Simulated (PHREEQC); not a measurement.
Ca(OH)2 is added in steps, without added water, to 1 kg of water holding 0.011 mol/kgw ZnBr2 and 0.0004 mol/kgw CaBr2, at 20 °C. Oxygen alone is held at its pressure in air (log pO2 = -0.68). No CO2 enters from the air. The run lets Portlandite, Zn(OH)2-e precipitate or redissolve, and no other solid.

Base run: PHREEQC, ion-association model, wateq4f.dat. Each further column changes one thing. The table gives pH.

| Ca(OH)2 added (mol) | base | metal-ligand complexes left out | Davies equation for every ion | all activity coefficients set to 1 |
|---|---|---|---|---|
| 0 | 5.67 | 5.67 | 5.69 | 5.54 |
| 0.0034 | 6.95 | 6.95 | 6.96 | 6.81 |
| 0.0051 | 7.00 | 7.00 | 7.01 | 6.87 |
| 0.0085 | 7.19 | 7.19 | 7.20 | 7.05 |
| 0.0119 | 11.28 | 11.28 | 11.29 | 11.31 |
| 0.0136 | 11.74 | 11.74 | 11.74 | 11.77 |
| 0.017 | 12.09 | 12.09 | 12.09 | 12.12 |
| 0.0204 | 12.27 | 12.27 | 12.28 | 12.30 |
| 0.0221 | 12.34 | 12.34 | 12.34 | 12.37 |
| 0.0255 | 12.44 | 12.44 | 12.45 | 12.48 |
| 0.0289 | 12.53 | 12.53 | 12.53 | 12.48 |
| 0.0306 | 12.56 | 12.56 | 12.57 | 12.48 |
| 0.034 | 12.59 | 12.59 | 12.60 | 12.48 |
